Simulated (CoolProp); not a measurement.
Propyne along the isobar 31.8 MPa: fugacity coefficient from the reference equation and from simpler models built on Tc = 402.7 K, pc = 5.658 MPa, ω = 0.204; each cubic takes its own stable root.

Computed with CoolProp (reference Helmholtz-energy equation of state, Polt 1992). This equation is an older, rougher fit; its heat capacities, sound speeds and derivatives of the liquid may be far off and weren't checked against measurements.

| T (K) | phase | reference | Redlich-Kwong | Soave-Redlich-Kwong |
|---|---|---|---|---|
| 301 | liquid | 0.03950 | (withheld) | 0.04327 |
| 313.3 | liquid | 0.05296 | 0.07264 | 0.05823 |
| 325.7 | liquid | 0.06926 | 0.09150 | 0.07626 |
| 338.1 | liquid | 0.08836 | 0.1126 | 0.09729 |
| 350.4 | liquid | 0.1100 | 0.1355 | 0.1211 |
| 362.8 | liquid | 0.1345 | 0.1605 | 0.1478 |
| 375.1 | liquid | 0.1612 | (withheld) | 0.1769 |
| 387.5 | liquid | 0.1903 | (withheld) | 0.2086 |
| 399.8 | liquid | 0.2208 | 0.2432 | 0.2420 |
| 412.2 | supercritical | 0.2530 | 0.2728 | 0.2772 |
| 424.6 | supercritical | 0.2861 | 0.3029 | 0.3137 |
| 436.9 | supercritical | 0.3194 | 0.3330 | 0.3507 |
| 449.3 | supercritical | 0.3531 | 0.3634 | 0.3885 |
| 461.6 | supercritical | (withheld) | 0.3934 | 0.4260 |
| 474 | supercritical | 0.4189 | 0.4232 | 0.4636 |

Question: Complete the blanks.

Answer: 
- 301, Redlich-Kwong: 0.05625
- 375.1, Redlich-Kwong: 0.1868
- 387.5, Redlich-Kwong: 0.2146
- 461.6, reference: 0.3862
